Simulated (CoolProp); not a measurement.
Properties of p-xylene along the isotherm 334.7 K (Tc = 616.2 K, pc = 35.32 bar, ω = 0.324).

Values from CoolProp's reference Helmholtz-energy equation of state, Zhou 2012.

```
p (bar)   phase  cv (kJ/(kg K))  conductivity (mW/(m K))
-------  ------  --------------  -----------------------
0.0558      gas           1.255                     13.3
0.106    liquid           1.431                      117
0.201    liquid           1.431                      117
0.38     liquid           1.431                      117
0.721    liquid           1.431                      117
1.37     liquid           1.431                      117
2.59     liquid           1.431                      117
4.91     liquid           1.431                      117
9.31     liquid           1.431                      118
17.7     liquid           1.431                      118
```

Thermal conductivity comes from a separate model (Mylona 2014).
